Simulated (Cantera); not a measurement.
Feed: 1 mol Si3H8, 71 mol H2, held at 1327 °C and 1.50 mbar.

Equilibrium computed with Cantera from the NASA thermochemical tables; the gas is ideal and each condensed phase is pure. The feed counts by its element totals alone. The numbers say what is thermodynamically allowed, not how fast it happens.

```tsv
species	before	after
H2	0.999	0.998
H	0.00140	0.00182
Si	6.50e-5	0.000109
Si(s), mol	2.99	2.99
```
Gas species are given as mole fractions.

Question: Which change was made?
(A) temperature from 1327 °C to 1002 °C
(B) pressure from 1.50 mbar to 1.00 bar
(C) temperature from 1327 °C to 1352 °C
(D) pressure from 1.50 mbar to 1.20 bar

Answer: C, temperature from 1327 °C to 1352 °C
